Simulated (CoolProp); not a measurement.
Vapour-liquid equilibrium of CHF3 (R23) (1) + propylene (2) at 219.5 K; x and y are mole fractions of (1).

The numbers come from the multi-fluid Helmholtz-energy mixture model, Penoncello 2003 and Lemmon 2013; pair parameters Bell 2016 in CoolProp.

| x | bubble pressure, mixture model (kPa) | bubble pressure, Raoult's law (kPa) | y, mixture model | y, Raoult's law |
|---|---|---|---|---|
| 0.05 | 132.5 | 93.12 | 0.439 | 0.221 |
| 0.2 | 249.9 | 143.4 | 0.728 | 0.574 |
| 0.35 | 313.3 | 193.7 | 0.802 | 0.744 |
| 0.5 | 347.5 | 244.0 | 0.837 | 0.843 |
| 0.65 | 369.8 | 294.3 | 0.863 | 0.909 |
| 0.8 | 389.5 | 344.5 | 0.896 | 0.956 |
| 0.95 | 407.8 | 394.8 | 0.962 | 0.990 |

The largest gap from Raoult's law is +74.3 % in bubble pressure, at x = 0.2. No azeotrope shows between x = 0.05 and 0.95.

The pair parameters rest on a limited set of measurements; away from them the model extrapolates. With so large a gap from Raoult's law the liquid may split in two, which this calculation doesn't test in full.
